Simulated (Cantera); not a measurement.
What does this Cantera script print?

```python
import numpy as np
import cantera as ct

gas = ct.Solution("h2o2.yaml")
gas.TPX = 473, 67000, {'H2': 1, 'O2': 0.505, 'N2': 2.47}
flame = ct.FreeFlame(gas, width=0.053)
flame.set_refine_criteria(ratio=3, slope=0.08, curve=0.16)
flame.transport_model = "mixture-averaged"
flame.solve(loglevel=0, auto=True)
z, T = flame.grid, flame.T
thick = (T[-1] - T[0]) / np.gradient(T, z).max()
show = ['H2', 'O2', 'OH', 'O', 'H', 'H2O2']
print(f"laminar burning velocity  {flame.velocity[0] * 100:.3f} cm/s")
print(f"burnt temperature         {T[-1]:.1f} K")
print(f"thermal thickness         {thick * 1e3:.4f} mm")
print(f"grid points               {len(z)}")
z0 = z[flame.heat_release_rate.argmax()]
print(f"{'z/mm':>9s}{'T/K':>9s}{'u/(m/s)':>9s}" + "".join(f"{s:>11s}" for s in show))
rows = []
for k in (-3, -2, -1.5, -1, -0.5, -0.25, 0, 0.25, 0.5, 1, 2, 4, 8):
    zz = z0 + k * thick
    rows.append([k * thick, np.interp(zz, z, T), np.interp(zz, z, flame.velocity),
                 *(np.interp(zz, z, flame.X[gas.species_index(s)]) for s in show)])
    print(f"{rows[-1][0] * 1e3:9.3f}{rows[-1][1]:9.1f}{rows[-1][2]:9.3f}" + "".join(f"{x:11.3e}" for x in rows[-1][3:]))
```

Output:

```
laminar burning velocity  356.872 cm/s
burnt temperature         2261.8 K
thermal thickness         0.7824 mm
grid points               117
     z/mm      T/K  u/(m/s)         H2         O2         OH          O          H       H2O2
   -2.347    473.0    3.569  2.516e-01  1.270e-01  4.044e-17  2.967e-15  4.839e-17  7.318e-16
   -1.565    473.0    3.569  2.516e-01  1.270e-01  6.318e-15  4.638e-13  7.835e-15  1.118e-13
   -1.174    473.0    3.569  2.516e-01  1.270e-01  2.053e-13  1.507e-11  2.969e-13  4.826e-12
   -0.782    473.0    3.568  2.515e-01  1.271e-01  2.128e-11  1.387e-09  1.768e-10  8.255e-10
   -0.391    481.6    3.615  2.471e-01  1.276e-01  8.785e-06  1.692e-06  1.460e-05  3.389e-06
   -0.196    675.3    4.946  2.164e-01  1.238e-01  6.383e-04  1.295e-04  2.717e-03  2.826e-05
    0.000   1106.3    7.847  1.314e-01  9.234e-02  2.000e-03  3.163e-03  2.384e-02  3.863e-06
    0.196   1414.1    9.911  5.567e-02  4.290e-02  6.129e-03  8.140e-03  4.232e-02  2.648e-06
    0.391   1560.3   10.867  3.744e-02  2.731e-02  8.633e-03  8.820e-03  4.061e-02  1.716e-06
    0.782   1706.1   11.783  3.410e-02  2.202e-02  1.040e-02  7.638e-03  3.104e-02  9.092e-07
    1.565   1849.4   12.653  3.150e-02  1.840e-02  1.121e-02  5.747e-03  2.102e-02  4.659e-07
    3.130   1977.9   13.407  2.716e-02  1.490e-02  1.094e-02  3.871e-03  1.299e-02  2.642e-07
    6.260   2084.7   14.018  2.178e-02  1.168e-02  9.730e-03  2.348e-03  7.312e-03  1.674e-07
```

Model: the H2/O2 subset of GRI-Mech 3.0, which has no nitrogen chemistry, integrated in Cantera. Burning velocities carry a grid error of a few per cent, more on coarse grids.
